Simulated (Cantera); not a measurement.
# Ignition delay

Mixture: CH₄ : H₂ : O₂ : N₂ = 1 : 0.81 : 1.85 : 6.96 (molar parts), equivalence ratio 1.3, at 5.00 bar, adiabatic and at constant pressure. Ignition delay is the time to a rise of 400 K.

Computed with Cantera and GRI-Mech 3.0 (53 species, 325 reactions).

```
T0 (K)  delay (ms)
------  ----------
1373         0.108
1448        0.0660
1523        0.0418
1598        0.0273
1673        0.0183
```

```yaml
apparent activation energy between 1523 and 1673 K: 120 kJ/mol
```
